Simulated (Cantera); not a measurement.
Charge: 1 mol Cr, 1.3 mol N2O, 300 mol H2, at 2098 K and 0.0100 bar.

These are equilibrium values from Cantera (NASA tables, ideal gas, pure condensed phases), not measurements of a reactor. Candidate condensed phases: Cr, CrN, Cr2N, Cr2O3, H2O; 29 gas species. Equilibrium is a limit: real reactors are often held back by kinetics, nucleation or transport.

Base state: H2 0.958, H 0.0301, N2 0.00424, H2O 0.00421, Cr 0.00325, OH 1.57e-5, CrO 1.07e-5 (mole fractions); condensed: gas only.

**Question.** What changes in the equilibrium state with this change: H2 from 300 to 8.8 mol?

**Answer.** 
```
species         before    after
-------------  -------  -------
H2               0.958    0.745
N2             0.00424    0.120
H2O            0.00421   0.0558
Cr             0.00325   0.0488
H               0.0301   0.0266
CrO2           1.64e-8  7.17e-5
CrO            1.07e-5  0.00274
Cr2O3(s), mol        0    0.221
```

**Question.** What changes in the equilibrium state with this change: pressure from 0.0100 bar to 1.20 bar?

**Answer.** 
```
species      before    after
----------  -------  -------
H2            0.958    0.986
N2          0.00424  0.00430
H2O         0.00421  0.00429
H            0.0301  0.00279
Cr          0.00325  0.00271
OH          1.57e-5  1.44e-6
CrO         1.07e-5  8.85e-6
Cr(s), mol        0    0.177
```

**Question.** What changes in the equilibrium state with this change: H2 from 300 to 23 mol?

**Answer.** 
```json
[
 {"species": "H2", "before": "0.958", "after": "0.833"},
 {"species": "N2", "before": "0.00424", "after": "0.0507"},
 {"species": "H2O", "before": "0.00421", "after": "0.0487"},
 {"species": "Cr", "before": "0.00325", "after": "0.0373"},
 {"species": "H", "before": "0.0301", "after": "0.0281"},
 {"species": "CrO2", "before": "1.64e-8", "after": "3.34e-5"},
 {"species": "CrO", "before": "1.07e-5", "after": "0.00164"},
 {"species": "OH", "before": "1.57e-5", "after": "0.000195"}
]
```
